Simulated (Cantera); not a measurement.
Feed: 1 mol PbO, 0.3 mol CO, 0.16 mol H2, at 0.180 Torr.

Method: chemical equilibrium by Gibbs-energy minimisation in Cantera with the NASA 1993 tables (ideal gas, pure condensed phases). Candidate condensed phases: C, C6H6, C7H8, C8H18, H2O, Pb, PbO, PbO2, Pb3O4; 113 gas species. Rates play no part. All values below are at 1323 K.

Base state: PbO 0.351, Pb 0.328, CO2 0.204, H2O 0.109, O2 0.00777, OH 5.01e-5, CO 3.59e-5, H2 1.03e-5 (mole fractions); condensed: gas only.

What changes in the equilibrium state with this change: PbO replaced by Pb?


| species | before | after |
|---|---|---|
| Pb | 0.328 | 0.685 |
| CO | 3.59e-5 | 0.205 |
| H2 | 1.03e-5 | 0.110 |
| PbO | 0.351 | <1e-9 |
| CO2 | 0.204 | 5.51e-8 |
| H2O | 0.109 | 5.45e-8 |
| O2 | 0.00777 | <1e-9 |
| OH | 5.01e-5 | <1e-9 |
| H | 3.29e-7 | 3.39e-5 |
